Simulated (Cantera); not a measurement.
# Premixed flame

A freely propagating, adiabatic, planar premixed flame of CO : H2 : O2 : N2 = 1 : 0.046 : 0.716 : 3.08 (molar parts), equivalence ratio 0.73, unburnt at 625 K and 1.00 bar; multicomponent+Soret transport, grid criteria slope 0.08 and curve 0.16, no radiation.

Cantera simulation using GRI-Mech 3.0 (53 species, 325 reactions); the numbers are that mechanism's predictions, not measurements. Burning velocities carry a grid error of a few per cent, more on coarse grids.

| z (mm) | T (K) | u (m/s) | x CO | x H2 | x O2 | x OH | x NO | x H2O |
|---|---|---|---|---|---|---|---|---|
| -3.46 | 625 | 0.774 | 0.207 | 0.00948 | 0.148 | <1e-8 | <1e-8 | 1.37e-8 |
| -2.31 | 625 | 0.774 | 0.207 | 0.00939 | 0.148 | <1e-8 | <1e-8 | 3.02e-7 |
| -1.73 | 625 | 0.774 | 0.207 | 0.00922 | 0.148 | <1e-8 | <1e-8 | 1.80e-6 |
| -1.15 | 626 | 0.775 | 0.207 | 0.00869 | 0.148 | <1e-8 | <1e-8 | 1.63e-5 |
| -0.577 | 653 | 0.807 | 0.206 | 0.00668 | 0.148 | 2.24e-7 | 3.36e-8 | 0.000456 |
| -0.288 | 853 | 1.05 | 0.191 | 0.00449 | 0.140 | 8.99e-5 | 6.37e-7 | 0.00292 |
| 0 | 1244 | 1.49 | 0.144 | 0.00145 | 0.113 | 0.000672 | 4.42e-6 | 0.00666 |
| 0.288 | 1520 | 1.79 | 0.0971 | 0.000483 | 0.0855 | 0.00145 | 1.38e-5 | 0.00629 |
| 0.577 | 1678 | 1.95 | 0.0722 | 0.000471 | 0.0728 | 0.00202 | 2.47e-5 | 0.00548 |
| 1.15 | 1837 | 2.11 | 0.0552 | 0.000463 | 0.0658 | 0.00251 | 4.25e-5 | 0.00616 |
| 2.31 | 1974 | 2.24 | 0.0428 | 0.000371 | 0.0615 | 0.00258 | 7.08e-5 | 0.00741 |
| 4.61 | 2083 | 2.35 | 0.0315 | 0.000264 | 0.0574 | 0.00237 | 0.000127 | 0.00824 |
| 9.23 | 2164 | 2.42 | 0.0221 | 0.000179 | 0.0537 | 0.00205 | 0.000241 | 0.00878 |
x: mole fraction of selected species; z is measured from the peak of heat release.

The laminar burning velocity is 77.4 cm/s and the thermal thickness comes out as 1.15 mm. The peak x(OH) is 0.00260 and the grid points comes out as 120.
